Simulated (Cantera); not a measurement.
A Cantera script and what it prints.

```python
import numpy as np
import cantera as ct

gas_names = """
    C CN CO CO2 C2 CCN CNC C2N2 C2O C3 C3O2 C4 C4N2 C5 N NCO NO NO2 NO3 N2 N2O O O2 O3 Pb PbO Pb2
""".split()
cond_names = """
    C(gr) Pb(cr) Pb(L) PbO(rd) PbO(yw) PbO(L) PbO2(s) Pb3O4(s)
""".split()


# ... load() reads the species with a 1 bar reference pressure and builds the phases ...
atoms = {
    'PbO': {'Pb': 1, 'O': 1},
    'CO': {'C': 1, 'O': 1},
    'N2': {'N': 2},
}
top_T = {'C(gr)': 4500, 'Pb3O4(s)': 820}  # K; cautious upper limits of use, not melting points


# ... equilibrate(T, P, feed) seeds the gas with the atoms and calls Mixture.equilibrate('TP', solver="vcs", rtol=1e-11, max_steps=5000) ...
results = []
T = 1125  # K
P = 133.322  # Pa
for m in [0.62, 0.89, 1.1, 1.4, 1.7, 1.9, 2.2, 2.5, 2.7, 3, 3.2, 3.5, 3.8]:
    feed = {'PbO': 1, 'CO': m, 'N2': 3.5}  # mol
    mix = equilibrate(T, P, feed)
    results.append((T, P, feed, dict(zip(mix.species_names, mix.species_moles))))
    x = sorted(zip(gas.X, gas.species_names), reverse=True)
    print(f"T = {T:g} K  P = {P:g} Pa  n(CO) = {m:g} mol  gas = {mix.phase_moles(0):.4g} mol")
    print("   x: " + "  ".join(f"{s} {v:.3e}" for v, s in x if v > 1e-06))
    print("   condensed (mol): " + ("  ".join(f"{mix.phase(i).name} {mix.phase_moles(i):.4g}"
          for i in range(1, mix.n_phases) if mix.phase_moles(i) > 1e-12) or "none"))
```

Output:

```
T = 1125 K  P = 133.322 Pa  n(CO) = 0.62 mol  gas = 4.783 mol
   x: N2 7.317e-01  CO2 1.296e-01  Pb 1.296e-01  PbO 9.043e-03  CO 2.902e-05  Pb2 1.944e-06
   condensed (mol): PbO(yw) 0.3369
T = 1125 K  P = 133.322 Pa  n(CO) = 0.89 mol  gas = 5.171 mol
   x: N2 6.769e-01  CO2 1.721e-01  Pb 1.419e-01  PbO 9.043e-03  CO 4.221e-05  Pb2 2.333e-06
   condensed (mol): Pb(L) 0.1559  PbO(yw) 0.06346
T = 1125 K  P = 133.322 Pa  n(CO) = 1.1 mol  gas = 5.361 mol
   x: N2 6.529e-01  CO2 1.865e-01  Pb 1.419e-01  CO 1.868e-02  PbO 2.215e-05  Pb2 2.333e-06
   condensed (mol): Pb(L) 0.2389
T = 1125 K  P = 133.322 Pa  n(CO) = 1.4 mol  gas = 5.711 mol
   x: N2 6.129e-01  CO2 1.751e-01  Pb 1.419e-01  CO 7.005e-02  PbO 5.545e-06  Pb2 2.333e-06
   condensed (mol): Pb(L) 0.1894
T = 1125 K  P = 133.322 Pa  n(CO) = 1.7 mol  gas = 6.06 mol
   x: N2 5.775e-01  CO2 1.650e-01  Pb 1.419e-01  CO 1.155e-01  PbO 3.169e-06  Pb2 2.333e-06
   condensed (mol): Pb(L) 0.1398
T = 1125 K  P = 133.322 Pa  n(CO) = 1.9 mol  gas = 6.293 mol
   x: N2 5.562e-01  CO2 1.589e-01  CO 1.430e-01  Pb 1.419e-01  PbO 2.464e-06  Pb2 2.333e-06
   condensed (mol): Pb(L) 0.1067
T = 1125 K  P = 133.322 Pa  n(CO) = 2.2 mol  gas = 6.643 mol
   x: N2 5.269e-01  CO 1.806e-01  CO2 1.505e-01  Pb 1.419e-01  Pb2 2.333e-06  PbO 1.848e-06
   condensed (mol): Pb(L) 0.05711
T = 1125 K  P = 133.322 Pa  n(CO) = 2.5 mol  gas = 6.992 mol
   x: N2 5.005e-01  CO 2.145e-01  CO2 1.430e-01  Pb 1.419e-01  Pb2 2.333e-06  PbO 1.479e-06
   condensed (mol): Pb(L) 0.007486
T = 1125 K  P = 133.322 Pa  n(CO) = 2.7 mol  gas = 7.2 mol
   x: N2 4.861e-01  CO 2.361e-01  CO2 1.389e-01  Pb 1.389e-01  Pb2 2.233e-06  PbO 1.277e-06
   condensed (mol): none
T = 1125 K  P = 133.322 Pa  n(CO) = 3 mol  gas = 7.5 mol
   x: N2 4.667e-01  CO 2.667e-01  CO2 1.333e-01  Pb 1.333e-01  Pb2 2.058e-06  PbO 1.042e-06
   condensed (mol): none
T = 1125 K  P = 133.322 Pa  n(CO) = 3.2 mol  gas = 7.7 mol
   x: N2 4.545e-01  CO 2.857e-01  CO2 1.299e-01  Pb 1.299e-01  Pb2 1.953e-06
   condensed (mol): none
T = 1125 K  P = 133.322 Pa  n(CO) = 3.5 mol  gas = 8 mol
   x: N2 4.375e-01  CO 3.125e-01  CO2 1.250e-01  Pb 1.250e-01  Pb2 1.809e-06
   condensed (mol): none
T = 1125 K  P = 133.322 Pa  n(CO) = 3.8 mol  gas = 8.3 mol
   x: N2 4.217e-01  CO 3.374e-01  CO2 1.205e-01  Pb 1.205e-01  Pb2 1.681e-06
   condensed (mol): none
```

Cantera equilibrium calculation (NASA polynomials, part measured and part estimated; ideal gas, pure solids and liquids). Mutual solubility and eutectic melting of coexisting phases are not modelled.
